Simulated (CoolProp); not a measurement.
Computed with CoolProp (reference Helmholtz-energy equation of state, Thol 2016).

### Question
For R1234ze(E), give the phase and the Joule-Thomson coefficient (K/MPa), conductivity (mW/(m K)) at 357.1 K and 0.771 MPa; 357.1 K and 9.09 MPa.

### Answer
- 357.1 K and 0.771 MPa: gas; Joule-Thomson coefficient 12.9, conductivity 18.7
- 357.1 K and 9.09 MPa: liquid; Joule-Thomson coefficient 0.209, conductivity 63.9

Thermal conductivity comes from a separate model (Perkins 2011).
